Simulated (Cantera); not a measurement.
**Equilibrium for calcination and drying: Mg(OH)2 + C + H2**

Feed: 1 mol Mg(OH)2, a varied amount of C, 1 mol H2, equilibrated at 1973.15 K and 1.33 mbar.

Cantera equilibrium calculation (NASA polynomials, part measured and part estimated; ideal gas, pure solids and liquids). Candidate condensed phases: C, C6H6, C7H8, C8H18, H2O, Mg, MgCO3, MgO, Mg(OH)2; 116 gas species. The tables' values for MgH are old estimates; treat these amounts as uncertain. Kinetics and transport are ignored.

```
n(C) (mol)   x H2   x H2O     x CO     x Mg     x H     x CO2  n MgO(s)
----------  -----  ------  -------  -------  ------  --------  --------
0.0084      0.473   0.487  0.00333  0.00751  0.0254  0.000764     0.984
0.017       0.476   0.480  0.00673  0.00765  0.0255   0.00151     0.984
0.035       0.481   0.466   0.0138  0.00797  0.0257   0.00299     0.983
0.072       0.491   0.438   0.0283  0.00865  0.0259   0.00564     0.981
0.15        0.509   0.384   0.0583   0.0102  0.0264   0.00980     0.977
0.3         0.536   0.294    0.113   0.0141  0.0271    0.0138     0.966
0.61        0.563   0.157    0.211   0.0277  0.0278    0.0131     0.924
1.2         0.502  0.0388    0.327    0.100  0.0262   0.00563     0.638
```
x: gas mole fraction; n: condensed amount in mol.

From 0.0084 mol C to 1.2 mol C the condensed part is MgO(s). The main Mg-bearing gas is Mg throughout.
